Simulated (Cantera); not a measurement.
A freely propagating, adiabatic, planar premixed flame of 12.3 % CH3OH, 19.9 % O2, 67.8 % N2, equivalence ratio 0.93, unburnt at 675 K and 27000 Pa; mixture-averaged transport, grid criteria slope 0.08 and curve 0.16, no radiation.

Detailed kinetics in Cantera: GRI-Mech 3.0 (53 species, 325 reactions). GRI-Mech 3.0 was tuned for natural gas; its chemistry of methanol as a main component is partial and can be far from experiment. Burning velocities carry a grid error of a few per cent, more on coarse grids.

Question: Predict: laminar burning velocity; thermal thickness; peak x(C2H2); peak x(CH2); peak x(CH2CO).

Answer: 
```
Item                        Result
------------------------  --------
laminar burning velocity  206 cm/s
thermal thickness         0.760 mm
peak x(C2H2)               6.34e-7
peak x(CH2)                1.42e-5
peak x(CH2CO)              8.04e-6
```
